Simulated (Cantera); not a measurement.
A perfectly stirred reactor is fed with CH₃OH : O₂ : N₂ = 1 : 1.36 : 11.9 (molar parts), equivalence ratio 1.1, at 1.60 bar; it is adiabatic with a 398 K inlet, and is followed from long to short residence time, starting on the burning branch (τ in s: 0.3, 0.1, 0.034, 0.012, 0.0039, 0.0013, 0.00044, 0.00015, 5e-05, 1.7e-05).

Computed with Cantera and GRI-Mech 3.0 (53 species, 325 reactions). GRI-Mech 3.0 was tuned for natural gas; its chemistry of methanol as a main component is partial and can be far from experiment.

Question: Predict: blow-out, bracketed by the residence times tried; x(CH₃OH) at τ = 0.300 s; x(O₂) at τ = 0.300 s; x(CH₄) at τ = 0.300 s; x(NO) at τ = 0.300 s; x(CH₃OH) at τ = 1.30 ms; x(O₂) at τ = 1.30 ms; x(CH₄) at τ = 1.30 ms; x(NO) at τ = 1.30 ms.

Answer: 
- blow-out, bracketed by the residence times tried = burning at 1.30 ms, out at 0.440 ms
- x(CH₃OH) at τ = 0.300 s = 1.56e-6
- x(O₂) at τ = 0.300 s = 0.000134
- x(CH₄) at τ = 0.300 s = 5.55e-7
- x(NO) at τ = 0.300 s = 9.40e-6
- x(CH₃OH) at τ = 1.30 ms = 7.62e-5
- x(O₂) at τ = 1.30 ms = 0.00493
- x(CH₄) at τ = 1.30 ms = 4.90e-5
- x(NO) at τ = 1.30 ms = 1.05e-5
